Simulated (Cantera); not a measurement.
Charge: 1 mol B2O3, 0.95 mol H2O, 0.49 mol N2, equilibrated at 1973 K and 1.00 bar.

Cantera equilibrium calculation (NASA polynomials, part measured and part estimated; ideal gas, pure solids and liquids). Candidate condensed phases: B, BN, B2O3, B3O3H3, H2O; 39 gas species. Equilibrium is a limit: real reactors are often held back by kinetics, nucleation or transport.

Base state: H2O 0.360, HBO2 0.331, N2 0.273, B2O3 0.0304, H2 0.00287, BO2 0.000955, O2 0.000865, OH 0.000860 (mole fractions); condensed: B2O3(l).

Problem. What changes in the equilibrium state with this change: temperature from 1973 K to 1750 K?

Solution. 
```
species         before    after
------------  --------  -------
H2O              0.360    0.558
N2               0.273    0.320
HBO2             0.331    0.118
B2O3            0.0304  0.00167
HBO            1.33e-5  4.25e-7
BO2           0.000955  6.29e-5
B2O3(l), mol     0.647    0.904
```
